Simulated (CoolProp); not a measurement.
Vapour-liquid equilibrium of toluene (1) + o-xylene (2) at 12.7 bar; x and y are mole fractions of (1).

Computed with CoolProp (multi-fluid Helmholtz-energy mixture model, Lemmon 2006 and Zhou 2012; pair parameters Bell 2016).

```
x     bubble temperature, mixture model (°C)  bubble temperature, Raoult's law (°C)  y, mixture model  y, Raoult's law
----  --------------------------------------  -------------------------------------  ----------------  ---------------
0.05                                   271.4                                  271.0             0.073            0.088
0.2                                    264.3                                  263.2             0.277            0.317
0.35                                   257.3                                  256.1             0.458            0.503
0.5                                    250.7                                  249.6             0.614            0.655
0.65                                   244.5                                  243.7             0.749            0.780
0.8                                    238.7                                  238.3             0.865            0.885
0.95                                   233.4                                  233.3             0.968            0.974
```

The largest gap from Raoult's law is +1.2 K in bubble temperature, at x = 0.35. No azeotrope shows between x = 0.05 and 0.95.

Pair parameters are fitted to limited data, so mixtures are less certain than the pure fluids.
